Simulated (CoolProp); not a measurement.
Properties of hexamethyldisiloxane (MM) at several states.

Values from CoolProp's reference Helmholtz-energy equation of state, Thol 2016.

```tsv
T (K)	p (bar)	phase	cv (kJ/(kg K))	speed of sound (m/s)	isothermal compressibility (1/MPa)
256.4	3.74	liquid	1.450	___	0.001460
233	28.2	liquid	1.409	1136	___
473.6	12.5	liquid	1.987	285.6	0.02961
399.2	0.1	gas	1.710	___	100.5
254.5	19.5	liquid	1.446	1049	0.001400
364.6	1.25	liquid	___	648.2	0.004237
```

Problem. Some entries are withheld; supply them.

Solution. 
- 256.4, speed of sound (m/s): 1029
- 233, isothermal compressibility (1/MPa): 0.001165
- 399.2, speed of sound (m/s): 144.5
- 364.6, cv (kJ/(kg K)): 1.709
